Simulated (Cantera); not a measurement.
**Adiabatic ignition**

An adiabatic, constant-pressure homogeneous reactor starts with 4.52 % CH4, 20.1 % O2, 75.4 % N2, at 1675 K and 540000 Pa.

Computed with Cantera and GRI-Mech 3.0 (53 species, 325 reactions).

| t (s) | T (K) | x CH4 | x O2 | x NO2 | x C2H4 | x HCO | x CH2O | x C2H2 |
|---|---|---|---|---|---|---|---|---|
| 2.00e-6 | 1675 | 0.0452 | 0.201 | <1e-12 | 1.17e-9 | 3.12e-11 | 6.89e-7 | <1e-12 |
| 6.32e-6 | 1675 | 0.0451 | 0.201 | <1e-12 | 6.97e-8 | 5.31e-10 | 9.16e-6 | 3.30e-11 |
| 2.00e-5 | 1676 | 0.0447 | 0.200 | <1e-12 | 7.03e-6 | 2.47e-8 | 0.000168 | 1.26e-8 |
| 6.32e-5 | 2344 | <1e-12 | 0.109 | 5.59e-8 | <1e-12 | 2.31e-8 | 6.14e-11 | <1e-12 |
| 0.000200 | 2535 | <1e-12 | 0.108 | 8.21e-7 | <1e-12 | 6.41e-10 | 4.21e-12 | <1e-12 |
| 0.000632 | 2532 | <1e-12 | 0.107 | 2.91e-6 | <1e-12 | 6.28e-10 | 4.13e-12 | <1e-12 |
| 0.00200 | 2525 | <1e-12 | 0.105 | 8.39e-6 | <1e-12 | 5.94e-10 | 3.94e-12 | <1e-12 |
| 0.00632 | 2514 | <1e-12 | 0.102 | 1.75e-5 | <1e-12 | 5.40e-10 | 3.64e-12 | <1e-12 |
| 0.0200 | 2508 | <1e-12 | 0.101 | 2.21e-5 | <1e-12 | 5.15e-10 | 3.50e-12 | <1e-12 |
| 0.0632 | 2508 | <1e-12 | 0.100 | 2.22e-5 | <1e-12 | 5.14e-10 | 3.49e-12 | <1e-12 |
| 0.200 | 2508 | <1e-12 | 0.100 | 2.22e-5 | <1e-12 | 5.14e-10 | 3.49e-12 | <1e-12 |
x: mole fraction; the columns are a selection and need not sum to one.

| Item | Result |
|---|---|
| time of steepest temperature rise | 56.8 µs |
| temperature at 0.200 s | 2508 K |
| equilibrium temperature | 2508 K |
| x(CH4) at 0.200 s | <1e-12 (gas-phase equilibrium <1e-12) |
| x(O2) at 0.200 s | 0.100 (gas-phase equilibrium 0.100) |
| x(NO2) at 0.200 s | 2.22e-5 (gas-phase equilibrium 2.22e-5) |
